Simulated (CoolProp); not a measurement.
Properties of methane at several states (Tc = 190.6 K, pc = 4.599 MPa, ω = 0.011).

Values from CoolProp's reference Helmholtz-energy equation of state, Setzmann 1991.

```csv
T (K),p (MPa),phase,density (kg/m³),cv (kJ/(kg K))
618.6,0.0486,gas,0.1516,[?]
105.9,26.7,liquid,[?],[?]
300.2,24.5,supercritical,[?],[?]
```

Some entries are withheld; supply them.


- 618.6, cv (kJ/(kg K)): 2.822
- 105.9, density (kg/m³): 449.6
- 105.9, cv (kJ/(kg K)): 2.148
- 300.2, density (kg/m³): 183.3
- 300.2, cv (kJ/(kg K)): 1.867
